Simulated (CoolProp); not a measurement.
Hexamethyldisiloxane (MM) along the isotherm 290.05 °C: Z from the reference equation and from simpler models built on Tc = 245.6 °C, pc = 1.931 MPa, ω = 0.418; each cubic takes its own stable root.

Values from CoolProp's reference Helmholtz-energy equation of state, Thol 2016.

```csv
p (MPa),phase,reference,van der Waals,Redlich-Kwong,Soave-Redlich-Kwong,Peng-Robinson
0.0611,gas,0.9915,0.9923,0.9915,0.9921,0.9910
0.139,gas,0.9806,0.9823,0.9805,0.9819,0.9793
0.316,gas,0.9553,0.9590,0.9550,0.9583,0.9526
0.72,gas,0.8950,0.9021,0.8940,0.9022,0.8898
1.64,gas,0.7438,0.7423,0.7327,0.7596,0.7343
3.73,supercritical,0.4029,0.4453,…,0.4675,…
8.49,supercritical,0.6234,0.7903,0.6482,0.6731,0.6106
19.3,supercritical,…,1.553,1.208,1.228,1.109
```

Problem. Complete the blanks.

Solution. 
- 3.73, Redlich-Kwong: 0.4107
- 3.73, Peng-Robinson: 0.4345
- 19.3, reference: 1.212
